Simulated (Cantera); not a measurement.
## Counterflow diffusion flame

A counterflow diffusion flame at 1.00 bar, nozzles 20 mm apart: fuel side CH₄ = 1 (molar parts) at 450 K, oxidiser side O₂ : N₂ = 0.2 : 0.8 (molar parts) at 600 K, fuel mass flux 0.96 times the oxidiser's; mixture-averaged transport, no radiation.

Computed with Cantera and GRI-Mech 3.0 (53 species, 325 reactions). GRI-Mech 3.0 has no aromatics or soot, which form on the fuel side of real flames. The maximum strain rate includes the flame's own expansion and is several times the mean.

```csv
oxidiser flux (kg/m²/s),max strain (1/s),mean strain (1/s),T max (K),peak x OH,peak x H,peak x NO,peak x CO,peak x C₂H₂
0.25,211,49.6,2125,0.00815,0.00441,0.000278,0.0538,0.0137
0.38,306,75.4,2106,0.00805,0.00464,0.000248,0.0528,0.0125
0.57,444,113,2089,0.00797,0.00487,0.000217,0.0523,0.0116
0.86,649,171,2069,0.00778,0.00505,0.000179,0.0520,0.0105
1.3,953,258,2044,0.00743,0.00513,0.000138,0.0520,0.00925
2,1430,397,2007,0.00682,0.00503,9.15e-5,0.0523,0.00760
3,2090,596,1955,0.00584,0.00454,4.87e-5,0.0527,0.00545
```
x: mole fraction; the columns are a selection and need not sum to one.
